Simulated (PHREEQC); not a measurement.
A made-up water analysis in mg/L, 25 °C, pH 7.72, pe 8.7:

```json
[
 {"constituent": "Na", "mg/L": "2.39"},
 {"constituent": "K", "mg/L": "1.5"},
 {"constituent": "Ca", "mg/L": "46.7"},
 {"constituent": "Mg", "mg/L": "2.04"},
 {"constituent": "Cl", "mg/L": "14.3"},
 {"constituent": "S(6) as SO4", "mg/L": "79.2"},
 {"constituent": "Alkalinity as HCO3", "mg/L": "36.7"},
 {"constituent": "Cd", "mg/L": "6.95"},
 {"constituent": "Si as SiO2", "mg/L": "0.0459"},
 {"constituent": "Zn", "mg/L": "0.0614"}
]
```

Cl is adjusted to close the charge balance.
Valence states are taken as typed.

Equilibrium calculation in PHREEQC: ion-association model, phreeqc.dat.

```json
{
  "ionic_strength": "0.00451 mol/kgw",
  "specific_conductance": "305 µS/cm"
}
```

| species | molality | activity | log γ |
|---|---|---|---|
| Ca+2 | 0.00108 | 0.000813 | -0.123 |
| SO4-2 | 0.000731 | 0.000550 | -0.124 |
| HCO3- | 0.000586 | 0.000546 | -0.031 |
| Cl- | 0.000514 | 0.000478 | -0.032 |
| Na+ | 0.000104 | 9.65e-5 | -0.031 |
| CaSO4 | 7.94e-5 | 7.95e-5 | 0.000 |
| Mg+2 | 7.60e-5 | 5.75e-5 | -0.121 |
| Cd+2 | 5.26e-5 | 3.94e-5 | -0.126 |
| K+ | 3.82e-5 | 3.55e-5 | -0.032 |
| CO2 | 2.34e-5 | 2.34e-5 | 0.000 |

No solid was allowed to form. Examples of supersaturated solids here: Otavite. Others may be too. Species that the database lacks are ignored. The database's zinc carbonate complexes are estimates, stronger than later reviews accept.
